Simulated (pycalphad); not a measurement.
An equivalent pycalphad script:

```python
from pycalphad import Database, equilibrium, calculate, variables as v
import numpy as np
db = Database('COST507.tdb')
comps = ['AL', 'SI', 'MG', 'VA']
phases = ['ALMG_BETA', 'ALMG_EPS', 'ALMG_GAMMA', 'DIAMOND_A4', 'FCC_A1', 'HCP_A3', 'LIQUID', 'MG2SI']
eq = equilibrium(db, comps, phases, {v.X('SI'): 0.007, v.X('MG'): 0.0045, v.T: np.arange(1650, 349, -40), v.P: 101325, v.N: 1}, output=['HM', 'SM'])
```

Computed with pycalphad from the COST 507 light-alloy database (1999), at 1 atm. No gas phase is included, though pure Mg would boil below 1377 °C. The database dates from 1999; later assessments differ in places, in temperatures and in the compounds included. Amounts are mole fractions of atoms. Kinetics are ignored, which matters at the lower temperatures.

Results at three of the temperatures:

```
T = 1410.00 K, P = 101325 Pa, N = 1 mol of atoms
G = -75944 J/mol, H = 44081 J/mol, S = 85.12 J/(mol K)  (SER reference)
chemical potentials (J/mol): Al -75361, Si -114128, Mg -144640
phase             fraction      x(Al)      x(Si)      x(Mg)
LIQUID              1.0000     0.9885     0.0070     0.0045
```

```
T = 1170.00 K, P = 101325 Pa, N = 1 mol of atoms
G = -56202 J/mol, H = 36466 J/mol, S = 79.20 J/(mol K)  (SER reference)
chemical potentials (J/mol): Al -55738, Si -84075, Mg -114920
phase             fraction      x(Al)      x(Si)      x(Mg)
LIQUID              1.0000     0.9885     0.0070     0.0045
```

```
T = 1130.00 K, P = 101325 Pa, N = 1 mol of atoms
G = -53056 J/mol, H = 35197 J/mol, S = 78.10 J/(mol K)  (SER reference)
chemical potentials (J/mol): Al -52611, Si -79188, Mg -110123
phase             fraction      x(Al)      x(Si)      x(Mg)
LIQUID              1.0000     0.9885     0.0070     0.0045
```

Changes of the phase set, refined by bisection:

```tsv
T (°C)	phases above	phases below
654.1	liquid	fcc + liquid
608.1	fcc + liquid	fcc
499.0	fcc	fcc + MG2SI
485.6	fcc + MG2SI	diamond (Si) + fcc + MG2SI
```

Database names, with the compositions (at.%) that they take in these runs: MG2SI: Mg 67 Si 33.
